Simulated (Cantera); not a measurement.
## Equilibrium for roasting and sulfation: MgCO₃ + SO₂ + O₂

Input: 1 mol MgCO₃, 1 mol SO₂, 1.3 mol O₂, held at 4.80 bar.

Cantera equilibrium calculation (NASA polynomials, part measured and part estimated; ideal gas, pure solids and liquids). Candidate condensed phases: C, Mg, MgCO₃, MgO, MgS, MgSO₄, S; 26 gas species. Mutual solubility and eutectic melting of coexisting phases are not modelled. Equilibrium is a limit: real reactors are often held back by kinetics, nucleation or transport.

```csv
T (K),x CO₂,x O₂,x SO₂,x SO₃,x CO,x O,x SO,x O₃,n MgSO₄(s),n MgO(s)
775,0.556,0.444,<1e-12,5.98e-11,<1e-12,<1e-12,<1e-12,<1e-12,1.00,0
875,0.556,0.444,6.20e-10,8.79e-9,<1e-12,<1e-12,<1e-12,<1e-12,1.00,0
975,0.556,0.444,1.26e-7,4.51e-7,9.69e-12,2.20e-11,<1e-12,4.14e-12,1.000,0
1075,0.556,0.444,9.29e-6,1.08e-5,2.48e-10,3.99e-10,<1e-12,2.13e-11,1.000,0
1175,0.555,0.444,0.000319,0.000147,3.64e-9,4.44e-9,<1e-12,8.35e-11,0.999,0.000840
1275,0.550,0.443,0.00613,0.00130,3.46e-8,3.39e-8,2.05e-11,2.63e-10,0.986,0.0135
1375,0.488,0.428,0.0757,0.00816,2.15e-7,1.90e-7,2.05e-9,6.71e-10,0.828,0.172
1475,0.306,0.389,0.289,0.0168,7.48e-7,8.17e-7,4.93e-8,1.36e-9,0,1.00
1575,0.305,0.391,0.294,0.0105,3.17e-6,3.05e-6,2.39e-7,2.90e-9,0,1.00
1675,0.304,0.392,0.297,0.00686,1.13e-5,9.76e-6,9.54e-7,5.64e-9,0,1.00
1775,0.304,0.393,0.299,0.00472,3.50e-5,2.74e-5,3.25e-6,1.02e-8,0,1.00
1875,0.303,0.393,0.300,0.00337,9.58e-5,6.88e-5,9.69e-6,1.73e-8,0,1.00
```
x: gas mole fraction; n: condensed amount in mol.

From 775 K to 1075 K the condensed part is MgSO₄(s). From 1175 K to 1375 K the condensed part is MgO(s) + MgSO₄(s). From 1475 K to 1875 K the condensed part is MgO(s).
